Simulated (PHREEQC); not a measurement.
Solution (25 °C): 1.1 mmol/kgw HF and 11 mmol/kgw H3AsO4. Closed to the air; pH follows from the charge balance.

All values are PHREEQC results (ion-association model, wateq4f.dat), not measurements.

No solid was allowed to form.

Task: Order these F species by the share of F that they hold, largest first: H2F2, HF, F-.

Result: HF (88 %), F- (12 %), H2F2 (0.44 %)

The pH is 2.27 and the ionic strength 0.00570 mol/kgw.
